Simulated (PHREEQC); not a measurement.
A solution holds 0.0021 mol/kgw NaOH, 0.0016 mol/kgw CO2 and 0.00069 mol/kgw Na2CO3, at 20 °C. Closed to the air; pH follows from the charge balance.

Model: ion-association model, phreeqc.dat, run in PHREEQC.

Each row changes one thing in this solution. This is a speciation only: nothing precipitates in the calculation.

```tsv
case	pH	ionic strength (mol/kgw)	HCO3- (mol/kgw)	NaHCO3 (mol/kgw)	CO2 (mol/kgw)
as made	10.21	0.00447	0.00122	2.10e-6	1.68e-7
CO2 left out	[?]	0.00408	4.16e-5	7.26e-8	3.21e-10
Na2CO3 left out	9.88	0.00252	[?]	1.25e-6	3.45e-7
NaOH from 0.0021 to 0.00231 mol/kgw	10.34	0.00483	0.00105	1.91e-6	1.08e-7
temperature from 20 to 40 °C	9.92	0.00424	0.00136	2.08e-6	3.00e-7
0.0027 mol/kgw H2SiF6 added	2.76	0.00763	6.00e-7	1.01e-9	0.00229
CO2 from 0.0016 to 0.00016 mol/kgw	11.40	0.00421	5.90e-5	1.03e-7	5.29e-10
diluted 2-fold with water	10.17	0.00221	0.000656	5.93e-7	1.01e-7
```

Problem. Complete the blanks.

Solution. 
- CO2 left out, pH: 11.46
- Na2CO3 left out, HCO3- (mol/kgw): 0.00115

Species that the database lacks are ignored. Some of these states are supersaturated (in Quartz (slow to form), Chalcedony (slow to form), for instance). At this temperature some constants are extrapolated from 25 °C, and those without enthalpy data are left unchanged. SiF6-2 is the database's only silicon fluoride.
